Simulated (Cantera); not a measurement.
Feed: 1 mol Si2Cl6, 0.18 mol NH3, 3.7 mol H2, equilibrated at 925 K and 15.0 Pa.

These are equilibrium values from Cantera (NASA tables, ideal gas, pure condensed phases), not measurements of a reactor. Candidate condensed phases: NH4Cl, Si, Si3N4; 28 gas species. The feed counts by its element totals alone. The tables' values for SiCl3 are old estimates; treat these amounts as uncertain. Equilibrium is a limit: real reactors are often held back by kinetics, nucleation or transport.

Base state: H2 0.680, SiCl4 0.240, HCl 0.0563, SiHCl3 0.0105, SiCl2 0.00673, SiCl3 0.00638, SiH2Cl2 4.53e-5 (mole fractions); condensed: Si(s) + Si3N4(s).

Task: What changes in the equilibrium state with this change: pressure from 15.0 Pa to 41.0 Pa?

Result: 
```tsv
species	before	after
H2	0.680	0.689
SiCl4	0.240	0.244
HCl	0.0563	0.0443
SiHCl3	0.0105	0.0138
SiH2Cl2	4.53e-5	7.65e-5
SiCl2	0.00673	0.00411
SiCl3	0.00638	0.00503
Si(s), mol	0.401	0.389
Si3N4(s), mol	0.0450	0.0450
```
